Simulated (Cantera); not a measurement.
Feed: 1 mol toluene, 17 mol H2, at 2525 K and 0.00650 bar.

Method: chemical equilibrium by Gibbs-energy minimisation in Cantera with the NASA 1993 tables (ideal gas, pure condensed phases). Candidate condensed phases: C, C6H6, C7H8, C8H18; 76 gas species. Kinetics and transport are ignored.

Q: What is the equilibrium state?

A: 
```json
{
 "x(H2)": "0.700",
 "x(H)": "0.291",
 "x(C2H2 (acetylene))": "0.00841",
 "x(C2H)": "0.000264",
 "x(C3)": "0.000112",
 "x(C4H2)": "4.17e-5",
 "x(C)": "3.60e-5",
 "x(C2)": "1.04e-5",
 "x(C2H2 (vinylidene))": "7.12e-6",
 "n(C(graphite))": "6.56 mol",
 "gas_amount": "24.58 mol"
}
```
